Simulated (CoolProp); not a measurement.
Vapour-liquid equilibrium of hydrogen sulfide (1) + n-butane (2) at 247.4 K; x and y are mole fractions of (1).

The numbers come from the multi-fluid Helmholtz-energy mixture model, Lemmon 2006 and Bücker 2006; pair parameters Kunz 2012 in CoolProp.

| x | bubble pressure, mixture model (MPa) | bubble pressure, Raoult's law (MPa) | y, mixture model | y, Raoult's law |
|---|---|---|---|---|
| 0.05 | 0.08820 | 0.05521 | 0.618 | 0.404 |
| 0.2 | 0.2105 | 0.1169 | 0.855 | 0.763 |
| 0.35 | 0.2861 | 0.1785 | 0.903 | 0.874 |
| 0.5 | 0.3329 | 0.2402 | 0.925 | 0.928 |
| 0.65 | 0.3661 | 0.3019 | 0.941 | 0.960 |
| 0.8 | 0.3960 | 0.3635 | 0.957 | 0.981 |
| 0.95 | 0.4314 | 0.4252 | 0.984 | 0.996 |

The largest gap from Raoult's law is +80.1 % in bubble pressure, at x = 0.2. No azeotrope shows between x = 0.05 and 0.95.

Pair parameters are fitted to limited data, so mixtures are less certain than the pure fluids. With so large a gap from Raoult's law the liquid may split in two, which this calculation doesn't test in full.
